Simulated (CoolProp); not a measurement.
A Linde-Hampson liquefier for nitrogen: isothermal reversible compression at 200 K from 1 atm to 30 MPa, throttling to 1 atm, return gas leaving the recuperator 0 K below the feed. Each further row changes one setting.

The numbers come from the reference Helmholtz-energy equation of state, Span 2000 in CoolProp.

```
case                        liquid yield per pass  compression work (kJ/kg of gas)
--------------------------  ---------------------  -------------------------------
as stated                                     [?]                              320
high pressure 60 MPa                          [?]                              [?]
warm-end temperature 230 K                    [?]                              [?]
warm-end gap 5 K                            0.245                              320
```

Q: Complete the blanks.

A: 
- as stated, liquid yield per pass: 0.257
- high pressure 60 MPa, liquid yield per pass: 0.230
- high pressure 60 MPa, compression work (kJ/kg of gas): 375
- warm-end temperature 230 K, liquid yield per pass: 0.186
- warm-end temperature 230 K, compression work (kJ/kg of gas): 380
